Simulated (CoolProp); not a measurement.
The fluoroketone C6F12O (FK-5-1-12) along the isobar 2.52 MPa: Z from the reference equation and from simpler models built on Tc = 168.7 °C, pc = 1.869 MPa, ω = 0.471; each cubic takes its own stable root.

Computed with CoolProp (reference Helmholtz-energy equation of state, McLinden 2015).

```tsv
T (°C)	phase	reference
73.05	liquid	0.1888
78.25	liquid	0.1883
83.55	liquid	0.1879
88.75	liquid	0.1876
94.05	liquid	0.1875
99.35	liquid	0.1875
104.55	liquid	0.1877
109.85	liquid	0.1880
115.05	liquid	0.1886
120.35	liquid	0.1894
125.55	liquid	0.1904
130.85	liquid	0.1918
136.15	liquid	0.1936
141.35	liquid	0.1957
```

Question: How far does each simpler model (Redlich-Kwong, Peng-Robinson) lie from the reference over these 14 states: mean and median of the absolute difference, and the worst?

Answer: 
- Redlich-Kwong: mean 18.6 %, median 18.5 %, worst +21.1 % at 141.35 °C and 2.52 MPa
- Peng-Robinson: mean 2.0 %, median 2.1 %, worst -3.4 % at 73.05 °C and 2.52 MPa
